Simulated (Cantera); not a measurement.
A closed system holds: 1 mol B2O3, 6.9 mol O2, 31 mol N2, held at 2048 K and 1.00 Torr.

Cantera equilibrium calculation (NASA polynomials, part measured and part estimated; ideal gas, pure solids and liquids). Candidate condensed phases: B, BN, B2O3; 17 gas species. Kinetics and transport are ignored.

Base state: N2 0.785, O2 0.162, BO2 0.0183, B2O3 0.0161, O 0.0106, NO 0.00764, BO 0.000352 (mole fractions); condensed: gas only.

What changes in the equilibrium state with this change: temperature from 2048 K to 2123 K?


| species | before | after |
|---|---|---|
| N2 | 0.785 | 0.780 |
| O2 | 0.162 | 0.156 |
| BO2 | 0.0183 | 0.0222 |
| O | 0.0106 | 0.0176 |
| B2O3 | 0.0161 | 0.0138 |
| BO | 0.000352 | 0.000770 |
| NO | 0.00764 | 0.00904 |

What changes in the equilibrium state with this change: temperature from 2048 K to 1675 K?


```json
[
 {"species": "N2", "before": "0.785", "after": "0.795"},
 {"species": "O2", "before": "0.162", "after": "0.175"},
 {"species": "B2O3", "before": "0.0161", "after": "0.0238"},
 {"species": "BO2", "before": "0.0183", "after": "0.00382"},
 {"species": "O", "before": "0.0106", "after": "0.000391"},
 {"species": "BO", "before": "0.000352", "after": "1.94e-6"},
 {"species": "NO", "before": "0.00764", "after": "0.00241"}
]
```
